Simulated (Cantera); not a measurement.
An isothermal, constant-pressure homogeneous reactor starts with 2.49 % CO, 1.34 % O₂, 0.574 % H₂O, 95.6 % N₂, at 1275 K and 100000 Pa.

Computed with Cantera and GRI-Mech 3.0 (53 species, 325 reactions).

One state of this run: x CO = 0.0209; x O₂ = 0.0111; x H₂O = 0.00521; x H = 0.000588; x NO = 1.73e-7. x: mole fraction; the columns are a selection and need not sum to one.

Question: Which value of t (s) does it belong to?
(A) 3.56
(B) 0.00252
(C) 0.000752
(D) 40.0

Answer: B, 0.00252
